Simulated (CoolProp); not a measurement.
CHF3 (R23) along the isotherm 475 K: density (kg/m³) from the reference equation and from simpler models built on Tc = 299.3 K, pc = 4.832 MPa, ω = 0.263; each cubic takes its own stable root.

Computed with CoolProp (reference Helmholtz-energy equation of state, Penoncello 2003).

```csv
p (MPa),phase,reference,ideal gas,van der Waals,Redlich-Kwong,Soave-Redlich-Kwong,Peng-Robinson
0.0764,gas,1.356,1.354,1.356,1.356,1.355,1.356
0.119,gas,2.113,2.110,2.114,2.114,2.112,2.113
0.185,gas,3.287,3.280,3.291,3.290,3.285,3.288
0.288,gas,5.124,5.106,5.133,5.130,5.120,5.126
0.449,gas,8.005,7.960,8.026,8.019,7.994,8.010
0.699,gas,12.50,12.39,12.55,12.54,12.47,12.51
1.09,gas,19.59,19.32,19.72,19.67,19.52,19.61
1.7,gas,30.79,30.14,31.11,30.99,30.61,30.84
2.64,gas,48.37,46.80,49.20,48.87,47.92,48.46
4.11,gas,76.64,72.86,78.86,77.88,75.45,76.73
6.4,supercritical,122.5,113.5,128.5,125.5,119.2,122.2
9.96,supercritical,197.3,176.6,213.6,204.0,188.2,194.9
15.5,supercritical,316.9,274.8,347.8,328.1,292.7,306.6
24.2,supercritical,487.2,429.0,494.7,493.9,436.3,462.4
```
